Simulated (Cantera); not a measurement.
Feed: 1 mol SiH4, 16 mol N2, a varied amount of H2, 0.13 mol NH3, equilibrated at 82.5 Torr.

Equilibrium computed with Cantera from the NASA thermochemical tables; the gas is ideal and each condensed phase is pure. Candidate condensed phases: Si, Si3N4; 18 gas species. Kinetics and transport are ignored.

Stable condensed phases, one row left out:

```
T in °C \ n(H2) in mol
         3.6 4.7 6.1 7.9  10  13  17  22  29
   1850    A   A   A   A   A   A   A   A   A
   1825    A   A   A   A   A   A   A   A   A
   1800    A   A   A   A   A   A   A   A   A
   1775    A   A   A   A   A   A   A   A   A
   1750    A   A   A   A   A   A   A   A   A
   1725    A   A   A   A   A   A   A   A   A
   1700    A   A   A   A   A   A   A   A   A
   1675    A   A   A   A   A   A   A   A   A
   1625    B   B   B   B   B   B   B   B   A
```

A: Si; B: Si3N4.

Q: Give the row for 1650 °C.

A: 3.6: Si3N4; 4.7: Si3N4; 6.1: Si3N4; 7.9: Si3N4; 10: Si3N4; 13: Si; 17: Si; 22: Si; 29: Si.
